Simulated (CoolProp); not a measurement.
n-butane at several states: Z from the reference equation and from simpler models built on Tc = 425.1 K, pc = 3796 kPa, ω = 0.201; each cubic takes its own stable root.

Computed with CoolProp (reference Helmholtz-energy equation of state, Bücker 2006).

```tsv
T (K)	p (kPa)	phase	reference
297	6300	liquid	0.2540
183.5	676	liquid	0.03732
177.1	1840	liquid	0.1043
```

Q: How far does each simpler model (van der Waals, Redlich-Kwong, Soave-Redlich-Kwong, Peng-Robinson) lie from the reference over these 3 states: mean and median of the absolute difference, and the worst?

A: 
- van der Waals: mean 60.1 %, median 62.2 %, worst +62.4 % at 183.5 K and 676 kPa
- Redlich-Kwong: mean 9.2 %, median 9.1 %, worst +9.2 % at 297 K and 6300 kPa
- Soave-Redlich-Kwong: mean 7.7 %, median 8.2 %, worst +8.3 % at 177.1 K and 1840 kPa
- Peng-Robinson: mean 4.2 %, median 3.6 %, worst -5.5 % at 297 K and 6300 kPa
